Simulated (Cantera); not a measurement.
**Adiabatic ignition**

An adiabatic, constant-pressure homogeneous reactor starts with 17.6 % H₂, 17.3 % O₂, 65.1 % N₂, at 1398 K and 2.27 atm.

Cantera simulation using the H2/O2 subset of GRI-Mech 3.0, which has no nitrogen chemistry; the numbers are that mechanism's predictions, not measurements. The hydrogen kinetics of GRI-Mech 3.0 are dated; newer H2 mechanisms differ, most at raised pressure.

| t (s) | T (K) | x H₂ | x O₂ | x H₂O | x H₂O₂ | x H | x O |
|---|---|---|---|---|---|---|---|
| 3.00e-6 | 1398 | 0.176 | 0.173 | 9.41e-6 | 1.08e-8 | 7.03e-6 | 1.76e-6 |
| 6.68e-6 | 1406 | 0.170 | 0.170 | 0.00483 | 1.87e-6 | 0.00319 | 0.000807 |
| 1.49e-5 | 2105 | 0.0159 | 0.0857 | 0.148 | 8.65e-7 | 0.0203 | 0.0214 |
| 3.32e-5 | 2400 | 0.00749 | 0.0865 | 0.170 | 4.68e-7 | 0.00491 | 0.00912 |
| 7.39e-5 | 2514 | 0.00338 | 0.0883 | 0.180 | 5.53e-7 | 0.00136 | 0.00402 |
| 0.000165 | 2530 | 0.00279 | 0.0886 | 0.182 | 6.16e-7 | 0.00101 | 0.00332 |
| 0.000367 | 2530 | 0.00278 | 0.0886 | 0.182 | 6.17e-7 | 0.00101 | 0.00332 |
| 0.000818 | 2530 | 0.00278 | 0.0886 | 0.182 | 6.17e-7 | 0.00101 | 0.00332 |
| 0.00182 | 2530 | 0.00278 | 0.0886 | 0.182 | 6.17e-7 | 0.00101 | 0.00332 |
| 0.00406 | 2530 | 0.00278 | 0.0886 | 0.182 | 6.17e-7 | 0.00101 | 0.00332 |
| 0.00904 | 2530 | 0.00278 | 0.0886 | 0.182 | 6.17e-7 | 0.00101 | 0.00332 |
| 0.0201 | 2530 | 0.00278 | 0.0886 | 0.182 | 6.17e-7 | 0.00101 | 0.00332 |
| 0.0449 | 2530 | 0.00278 | 0.0886 | 0.182 | 6.17e-7 | 0.00101 | 0.00332 |
| 0.100 | 2530 | 0.00278 | 0.0886 | 0.182 | 6.17e-7 | 0.00101 | 0.00332 |
x: mole fraction; the columns are a selection and need not sum to one.

```
Quantity                                                             Value
---------------------------------  ---------------------------------------
time of steepest temperature rise                                  8.86 µs
temperature at 0.100 s                                              2530 K
equilibrium temperature                                             2530 K
x(H₂) at 0.100 s                   0.00278 (gas-phase equilibrium 0.00278)
x(O₂) at 0.100 s                     0.0886 (gas-phase equilibrium 0.0886)
x(H₂O) at 0.100 s                      0.182 (gas-phase equilibrium 0.182)
```
